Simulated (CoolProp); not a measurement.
Propylene glycol along the isobar 1.01 bar: density (kg/m³) from the reference equation and from simpler models built on Tc = 400.8 °C, pc = 72.92 bar, ω = 0.327; each cubic takes its own stable root.

The numbers come from the reference Helmholtz-energy equation of state, Eisenbach 2021 in CoolProp.

```
T (°C)   phase  reference
------  ------  ---------
-10.15  liquid       1059
19.25   liquid       1037
48.75   liquid       1014
78.15   liquid      991.0
107.55  liquid      966.6
136.95  liquid      941.0
166.45  liquid      913.6
195.85     gas      2.009
225.25     gas      1.883
254.65     gas      1.772
```

Problem. How far does each simpler model (van der Waals, Redlich-Kwong, Soave-Redlich-Kwong, Peng-Robinson) lie from the reference over these 10 states: mean and median of the absolute difference, and the worst?

Solution. 
- van der Waals: mean 57.1 %, median 67.4 %, worst -99.8 % at 166.45 °C and 1.01 bar
- Redlich-Kwong: mean 22.0 %, median 3.6 %, worst -99.8 % at 166.45 °C and 1.01 bar
- Soave-Redlich-Kwong: mean 10.8 %, median 1.0 %, worst -99.8 % at 166.45 °C and 1.01 bar
- Peng-Robinson: mean 16.7 %, median 10.9 %, worst -99.8 % at 166.45 °C and 1.01 bar

At some of these states van der Waals, Redlich-Kwong, Soave-Redlich-Kwong, Peng-Robinson gives the other phase, because its saturation line lies elsewhere.
